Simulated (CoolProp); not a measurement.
Model: reference Helmholtz-energy equation of state, Lemmon 2022, in CoolProp.

Q: Give the vapour pressure (MPa), vapour density (kg/m³), liquid viscosity (µPa s) of saturated R1234yf at -42.35, -30.45, -18.65 °C.

A: 
```json
[
 {"T (°C)": "-42.35", "p (MPa)": "0.0554", "vapour density (kg/m³)": "3.39", "liquid viscosity (µPa s)": "348"},
 {"T (°C)": "-30.45", "p (MPa)": "0.0970", "vapour density (kg/m³)": "5.73", "liquid viscosity (µPa s)": "294"},
 {"T (°C)": "-18.65", "p (MPa)": "0.159", "vapour density (kg/m³)": "9.15", "liquid viscosity (µPa s)": "251"}
]
```

Viscosity comes from a separate model (Bell 2016), an estimate that may be off by 10 % or more.
